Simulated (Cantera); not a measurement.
## Stirred combustor or abatement burner

A perfectly stirred reactor is fed with CH4 : H2 : O2 : N2 = 1 : 1 : 3.47 : 13.1 (molar parts), equivalence ratio 0.72, at 1.00 bar; it is adiabatic with a 775 K inlet, and is followed from long to short residence time, starting on the burning branch (τ in s: 0.24, 0.12, 0.054, 0.026, 0.012, 0.0057, 0.0027, 0.0013, 0.0006, 0.00028, 0.00013, 6.3e-05, 3e-05).

Computed with Cantera and GRI-Mech 3.0 (53 species, 325 reactions).

| τ (s) | T (K) | x CH4 | x H2 | x O2 | x CO2 | x OH |
|---|---|---|---|---|---|---|
| 0.24 | 2240 | 6.06e-7 | 0.00109 | 0.0514 | 0.0532 | 0.00534 |
| 0.12 | 2240 | 1.17e-6 | 0.00114 | 0.0519 | 0.0531 | 0.00547 |
| 0.054 | 2239 | 2.45e-6 | 0.00124 | 0.0525 | 0.0529 | 0.00571 |
| 0.026 | 2234 | 4.66e-6 | 0.00142 | 0.0530 | 0.0525 | 0.00608 |
| 0.012 | 2222 | 8.74e-6 | 0.00179 | 0.0534 | 0.0518 | 0.00673 |
| 0.0057 | 2201 | 1.52e-5 | 0.00241 | 0.0539 | 0.0506 | 0.00767 |
| 0.0027 | 2168 | 2.55e-5 | 0.00340 | 0.0547 | 0.0488 | 0.00884 |
| 0.0013 | 2123 | 4.26e-5 | 0.00475 | 0.0557 | 0.0464 | 0.0100 |
| 0.00060 | 2061 | 7.54e-5 | 0.00653 | 0.0572 | 0.0434 | 0.0111 |
| 0.00028 | 1988 | 0.000140 | 0.00852 | 0.0592 | 0.0400 | 0.0116 |
| 0.00013 | 1904 | 0.000281 | 0.0106 | 0.0621 | 0.0358 | 0.0116 |
| 6.3e-5 | 1819 | 0.000604 | 0.0128 | 0.0666 | 0.0303 | 0.0108 |
| 3.0e-5 | 1723 | 0.00159 | 0.0166 | 0.0753 | 0.0218 | 0.00902 |
x: mole fraction; the columns are a selection and need not sum to one.
